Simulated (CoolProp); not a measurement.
CH3F (R41) along the isotherm 425 K: density (kg/m³) from the reference equation and from simpler models built on Tc = 317.3 K, pc = 5906 kPa, ω = 0.200; each cubic takes its own stable root.

Computed with CoolProp (reference Helmholtz-energy equation of state, Lemmon 2006). It is a short technical equation, of lower accuracy than the large ones.

| p (kPa) | phase | reference |
|---|---|---|
| 1850 | gas | 18.68 |
| 3690 | gas | 39.10 |
| 5540 | gas | 61.71 |
| 7380 | supercritical | 86.45 |
| 9230 | supercritical | 113.7 |
| 11100 | supercritical | 143.7 |
| 12900 | supercritical | 174.5 |
| 14800 | supercritical | 208.4 |
| 16600 | supercritical | 240.8 |
| 18500 | supercritical | 274.2 |
| 20300 | supercritical | 304.0 |
| 22100 | supercritical | 331.4 |
| 24000 | supercritical | 357.6 |
| 25800 | supercritical | 379.8 |
| 27700 | supercritical | 400.9 |
| 29500 | supercritical | 418.8 |

How far does each simpler model (ideal gas, Soave-Redlich-Kwong) lie from the reference over these 16 states: mean and median of the absolute difference, and the worst?


- ideal gas: mean 26.8 %, median 31.9 %, worst -35.8 % at 425 K and 22100 kPa
- Soave-Redlich-Kwong: mean 11.6 %, median 12.8 %, worst -19.2 % at 425 K and 29500 kPa
